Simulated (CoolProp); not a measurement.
A single-stage vapour-compression cycle with R507A: evaporating at 285.15 K (dew point), condensing at 321.15 K (bubble point), superheat 0 K, subcooling 2 K, compressor efficiency 0.75, no pressure losses. Each further row changes one setting.

The numbers come from the reference Helmholtz-energy equation of state, Lemmon 2003 in CoolProp. It is a pseudo-pure fit of the blend.

```json
[
 {"case": "as stated", "cooling COP": "4.25", "pressure ratio": "2.52", "discharge temperature (K)": "329.9", "refrigerating effect (kJ/kg)": "97.6", "volumetric capacity (kJ/m³)": "4560"},
 {"case": "evaporating temperature 290.15 K", "cooling COP": "5.18", "pressure ratio": "2.19", "discharge temperature (K)": "328.7", "refrigerating effect (kJ/kg)": "99.7", "volumetric capacity (kJ/m³)": "5420"},
 {"case": "condensing temperature 316.15 K", "cooling COP": "5.26", "pressure ratio": "2.24", "discharge temperature (K)": "323.8", "refrigerating effect (kJ/kg)": "106", "volumetric capacity (kJ/m³)": "4960"},
 {"case": "subcooling 7 K", "cooling COP": "4.64", "pressure ratio": "2.52", "discharge temperature (K)": "329.9", "refrigerating effect (kJ/kg)": "106", "volumetric capacity (kJ/m³)": "4980"},
 {"case": "superheat 10 K", "cooling COP": "4.35", "pressure ratio": "2.52", "discharge temperature (K)": "339.1", "refrigerating effect (kJ/kg)": "108", "volumetric capacity (kJ/m³)": "4720"},
 {"case": "compressor efficiency 0.65", "cooling COP": "3.69", "pressure ratio": "2.52", "discharge temperature (K)": "332.3", "refrigerating effect (kJ/kg)": "97.6", "volumetric capacity (kJ/m³)": "4560"}
]
```
